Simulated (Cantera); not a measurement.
Feed: 1 mol Al(CH3)3, 2.2 mol NH3, 5.5 mol N2, held at 623.15 K and 0.100 bar.

Method: chemical equilibrium by Gibbs-energy minimisation in Cantera with the NASA 1993 tables (ideal gas, pure condensed phases). Candidate condensed phases: Al, AlN, C, C6H6, C7H8, C8H18; 97 gas species. The feed counts by its element totals alone. Rates play no part.

Base state: N2 0.544, CH4 0.239, H2 0.217, NH3 0.000211 (mole fractions); condensed: AlN(s) + C(graphite).

Question: What changes in the equilibrium state with this change: temperature from 623.15 K to 1325 K?

Answer: 
| species | before | after |
|---|---|---|
| H2 | 0.217 | 0.561 |
| N2 | 0.544 | 0.439 |
| CH4 | 0.239 | 0.000211 |
| HCN | <1e-9 | 0.000129 |
| NH3 | 0.000211 | 3.13e-6 |
| AlN(s), mol | 1.00 | 1.00 |
| C(graphite), mol | 0.319 | 3.00 |
